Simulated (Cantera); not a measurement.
Charge: 1 mol Cu, 0.52 mol F₂, 24 mol N₂, equilibrated at 13300 Pa.

These are equilibrium values from Cantera (NASA tables, ideal gas, pure condensed phases), not measurements of a reactor. Candidate condensed phases: Cu, CuF₂; 11 gas species. Mutual solubility and eutectic melting of coexisting phases are not modelled. The numbers say what is thermodynamically allowed, not how fast it happens. All values below are at 1148 K.

Base state: N₂ 0.993, CuF 0.00379, CuF₂ 0.00356 (mole fractions); condensed: Cu(s) + CuF₂(l).

Task: What changes in the equilibrium state with this change: pressure from 13300 Pa to 360 Pa?

Result: 
| species | before | after |
|---|---|---|
| N₂ | 0.993 | 0.964 |
| CuF | 0.00379 | 0.0299 |
| CuF₂ | 0.00356 | 0.00596 |
| Cu(s), mol | 0.434 | 0.108 |
| CuF₂(l), mol | 0.388 | 0 |
